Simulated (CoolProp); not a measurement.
trans-2-butene along the isobar 0.101 MPa: fugacity coefficient from the reference equation and from simpler models built on Tc = 428.6 K, pc = 4.019 MPa, ω = 0.210; each cubic takes its own stable root.

Model: reference Helmholtz-energy equation of state, Lemmon 2005, in CoolProp. It is a short technical equation, of lower accuracy than the large ones.

```csv
T (K),phase,reference
213.4,liquid,0.04551
221.4,liquid,0.07646
229.5,liquid,0.1238
237.6,liquid,0.1928
245.6,liquid,0.2885
253.7,liquid,0.4207
261.8,liquid,0.5962
269.9,liquid,0.8237
277.9,gas,0.9616
286,gas,0.9655
294.1,gas,0.9688
302.1,gas,0.9717
310.2,gas,0.9742
318.3,gas,0.9764
326.3,gas,0.9784
```

**Question.** How far does each simpler model (van der Waals, Soave-Redlich-Kwong) lie from the reference over these 15 states: mean and median of the absolute difference, and the worst?

**Answer.** 
- van der Waals: mean 315.2 %, median 18.8 %, worst +2017.1 % at 213.4 K and 0.101 MPa
- Soave-Redlich-Kwong: mean 1.9 %, median 0.9 %, worst -5.7 % at 213.4 K and 0.101 MPa

At some of these states van der Waals gives the other phase, because its saturation line lies elsewhere.
